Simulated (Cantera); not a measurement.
Cantera run, input and output.

```python
import numpy as np
import cantera as ct

gas = ct.Solution("gri30.yaml")
gas.TPX = 975, 410000, {'CH2O': 0.005, 'O2': 0.006, 'N2': 1}
reactor = ct.IdealGasConstPressureReactor(gas, energy="off", clone=False)
net = ct.ReactorNet([reactor])
net.rtol, net.atol = 1e-08, 1e-18
show = ['CH2O', 'O2', 'CH2CO', 'OH', 'H2O', 'C2H2', 'C2H4']
times = np.geomspace(0.0002, 7, 9)

steps = ct.SolutionArray(gas, extra=["t"])
rows = []
print(f"{'t/s':>10s}{'T/K':>9s}{'P/Pa':>11s}" + "".join(f"{s:>11s}" for s in show))
for t in times:
    while net.time < t:
        t_next = net.step()
        steps.append(gas.state, t=t_next)
    rows.append([np.interp(t, steps.t, y) for y in (steps.T, steps.P, *steps(*show).X.T)])
    print(f"{t:10.3e}{rows[-1][0]:9.1f}{rows[-1][1]:11.4g}" + "".join(f"{x:11.3e}" for x in rows[-1][2:]))
rate = np.gradient(steps.T, steps.t)
print("integrator steps:", len(steps.t))
if steps.T.max() > steps.T[0] + 200:
    print(f"time of steepest temperature rise: {steps.t[rate.argmax()]:.4e} s")
gas.TPX = 975, 410000, {'CH2O': 0.005, 'O2': 0.006, 'N2': 1}
gas.equilibrate("TP")
print(f"equilibrium (TP): T = {gas.T:.1f} K  " + "  ".join(f"{s} {gas[s].X[0]:.3e}" for s in show))
```

Output:

```
       t/s      T/K       P/Pa       CH2O         O2      CH2CO         OH        H2O       C2H2       C2H4
 2.000e-04    975.0    4.1e+05  4.946e-03  5.935e-03  2.036e-19  2.506e-12  7.674e-10  4.298e-30  2.145e-30
 7.397e-04    975.0    4.1e+05  4.945e-03  5.934e-03  3.966e-18  2.863e-11  2.640e-08  5.676e-29  3.405e-28
 2.736e-03    975.0    4.1e+05  4.935e-03  5.927e-03  4.954e-16  5.776e-10  1.615e-06  4.349e-26  1.877e-24
 1.012e-02    975.0    4.1e+05  4.105e-03  5.478e-03  1.468e-12  3.877e-08  3.223e-04  8.027e-21  2.912e-19
 3.742e-02    975.0    4.1e+05  4.900e-08  3.660e-03  1.333e-11  1.072e-07  3.966e-03  4.352e-17  1.216e-16
 1.384e-01    975.0    4.1e+05  4.281e-10  3.481e-03  3.596e-12  2.152e-08  4.147e-03  1.530e-17  6.088e-17
 5.118e-01    975.0    4.1e+05  4.275e-11  3.116e-03  2.065e-13  1.788e-08  4.438e-03  9.114e-19  7.479e-18
 1.893e+00    975.0    4.1e+05  1.378e-11  2.471e-03  3.736e-15  1.109e-08  4.788e-03  1.487e-21  5.367e-20
 7.000e+00    975.0    4.1e+05  2.723e-12  1.782e-03  1.157e-16  6.274e-09  4.921e-03  1.938e-23  1.043e-22
integrator steps: 1656
equilibrium (TP): T = 975.0 K  CH2O 1.450e-29  O2 9.882e-04  CH2CO 3.038e-52  OH 2.860e-09  H2O 4.946e-03  C2H2 1.763e-62  C2H4 2.093e-70
```

Model: GRI-Mech 3.0 (53 species, 325 reactions), integrated in Cantera. Below about 1000 K GRI-Mech 3.0 lacks low-temperature oxidation paths.
